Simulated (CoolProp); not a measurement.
A simple Rankine cycle with R245fa: condensing at 306.15 K, boiler at 3.06 MPa, turbine inlet 419.3 K, turbine efficiency 0.9, pump efficiency 0.7, no recuperator. Each further row changes one setting.

Computed with CoolProp (reference Helmholtz-energy equation of state, Akasaka 2015).

```csv
case,thermal efficiency (%),net work (kJ/kg),heat in (kJ/kg),turbine exit temperature (K),volume ratio over the turbine
as stated,16.6,41.0,247,326.4,21.9
turbine inlet 439.3 K,17.0,(withheld),284,357.5,18.0
condensing temperature 298.15 K,17.8,45.8,257,320.2,29.0
boiler pressure 2.14 MPa,15.5,42.3,273,352.1,11.9
turbine efficiency 0.8,(withheld),(withheld),247,331.6,22.3
```

**Question.** Some entries are withheld; supply them.

**Answer.** 
- turbine inlet 439.3 K, net work (kJ/kg): 48.2
- turbine efficiency 0.8, thermal efficiency (%): 14.6
- turbine efficiency 0.8, net work (kJ/kg): 36.1
